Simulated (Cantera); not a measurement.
Cantera run, input and output.

```python
import numpy as np
import cantera as ct

surf = ct.Interface("ptcombust.yaml", "Pt_surf")
gas = surf.adjacent["gas"]
gas.TPX = 300, 3700, {'CH4': 0.083, 'O2': 0.053, 'N2': 0.79}
jet = ct.ImpingingJet(gas=gas, width=0.056, surface=surf)
jet.inlet.mdot, jet.inlet.T, jet.inlet.X = 0.033, 300, {'CH4': 0.083, 'O2': 0.053, 'N2': 0.79}
jet.set_refine_criteria(ratio=10, slope=0.2, curve=0.3)
show, cover = ['CH4', 'O2', 'H2O', 'OH', 'CO', 'CO2'], ["PT(S)", "H(S)", "O(S)", "OH(S)", "CO(S)", "C(S)"]

rows = []
print(f"{'Ts/K':>7s}" + "".join(f"{s:>11s}" for s in show + cover) + "   (gas at the wall, coverages)")
for i, Ts in enumerate([850, 900, 950, 1000, 1050]):
    jet.surface.T = Ts
    if i == 0:
        surf.TP = Ts, 3700
        surf.coverages = "PT(S):0.5, O(S):0.5"
        surf.advance_coverages(1.0)
        jet.set_initial_guess(products="inlet")
    jet.solve(loglevel=0, auto=(i == 0))
    rows.append([*(jet.X[gas.species_index(s), -1] for s in show), *surf[cover].coverages])
    print(f"{Ts:7g}" + "".join(f"{x:11.3e}" for x in rows[-1]))
```

Output:

```
   Ts/K        CH4         O2        H2O         OH         CO        CO2      PT(S)       H(S)       O(S)      OH(S)      CO(S)       C(S)   (gas at the wall, coverages)
    850  6.122e-02  1.643e-02  4.512e-02  3.855e-12  2.960e-02  7.417e-06  2.411e-01  9.480e-04  1.237e-07  3.558e-07  5.991e-02  6.980e-01
    900  5.571e-02  1.416e-02  4.377e-02  1.234e-11  3.525e-02  6.989e-06  2.755e-01  1.230e-03  9.180e-08  2.764e-07  3.365e-02  6.897e-01
    950  4.743e-02  1.122e-02  4.102e-02  3.768e-11  4.369e-02  8.880e-06  3.297e-01  1.463e-03  7.906e-08  2.514e-07  2.401e-02  6.449e-01
   1000  3.603e-02  7.905e-03  3.603e-02  1.054e-10  5.526e-02  1.514e-05  4.183e-01  1.713e-03  7.855e-08  2.538e-07  2.149e-02  5.585e-01
   1050  2.155e-02  4.502e-03  2.837e-02  2.681e-10  6.989e-02  4.233e-05  5.893e-01  2.051e-03  1.026e-07  2.900e-07  2.560e-02  3.831e-01
```

Cantera simulation using Deutschmann's 1995 Pt surface mechanism with GRI-Mech 3.0 gas chemistry; the numbers are that mechanism's predictions, not measurements. Catalytic surfaces can have several steady states; this one follows from the mechanism file's or the stated starting coverage.
